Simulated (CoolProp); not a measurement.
A Linde-Hampson liquefier for ethylene: isothermal reversible compression at 320 K from 1 atm to 30 MPa, throttling to 1 atm, return gas leaving the recuperator 5 K below the feed. Each further row changes one setting.

The numbers come from the reference Helmholtz-energy equation of state, Smukala 2000 in CoolProp.

| case | liquid yield per pass | compression work (kJ/kg of gas) |
|---|---|---|
| as stated | 0.422 | 444 |
| high pressure 60 MPa | 0.403 | 513 |
| warm-end temperature 350 K | 0.350 | 512 |
| warm-end gap 10 K | 0.416 | 444 |
